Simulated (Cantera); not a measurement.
Charge: 1 mol TiC, 0.43 mol C, 0.1 mol H2, at 1.60 bar.

These are equilibrium values from Cantera (NASA tables, ideal gas, pure condensed phases), not measurements of a reactor. Candidate condensed phases: C, C6H6, C7H8, C8H18, Ti, TiC; 77 gas species. TiC: taken at fixed stoichiometry. Kinetics and transport are ignored.

x: gas mole fraction; n: condensed amount in mol.

| T (°C) | x H2 | x H | x C2H2 (acetylene) | x CH4 | n C(graphite) | n TiC(s) |
|---|---|---|---|---|---|---|
| 1500 | 0.998 | 0.000225 | 0.000140 | (withheld) | 0.430 | 1.00 |
| 1550 | 0.998 | 0.000342 | 0.000211 | (withheld) | 0.430 | 1.00 |
| 1600 | 0.998 | 0.000510 | 0.000311 | (withheld) | 0.430 | 1.00 |
| 1650 | 0.998 | 0.000744 | 0.000450 | (withheld) | 0.430 | 1.00 |
| 1700 | 0.998 | 0.00107 | 0.000639 | (withheld) | 0.430 | 1.00 |
| 1750 | 0.997 | 0.00150 | 0.000891 | (withheld) | 0.430 | 1.00 |
| 1800 | 0.996 | 0.00208 | 0.00122 | (withheld) | 0.430 | 1.00 |
| 1850 | 0.995 | 0.00283 | 0.00165 | (withheld) | 0.430 | 1.00 |
| 1900 | 0.994 | 0.00380 | 0.00219 | (withheld) | 0.430 | 1.00 |
| 1950 | 0.992 | 0.00504 | 0.00288 | (withheld) | 0.429 | 1.00 |
| 2000 | 0.989 | 0.00661 | 0.00373 | (withheld) | 0.429 | 1.00 |
| 2050 | 0.986 | 0.00855 | 0.00478 | (withheld) | 0.429 | 1.00 |

**Question.** Fill in the missing entries.

**Answer.** 
- 1500, x CH4: 0.00134
- 1550, x CH4: 0.00114
- 1600, x CH4: 0.000972
- 1650, x CH4: 0.000837
- 1700, x CH4: 0.000727
- 1750, x CH4: 0.000635
- 1800, x CH4: 0.000559
- 1850, x CH4: 0.000495
- 1900, x CH4: 0.000440
- 1950, x CH4: 0.000394
- 2000, x CH4: 0.000354
- 2050, x CH4: 0.000319
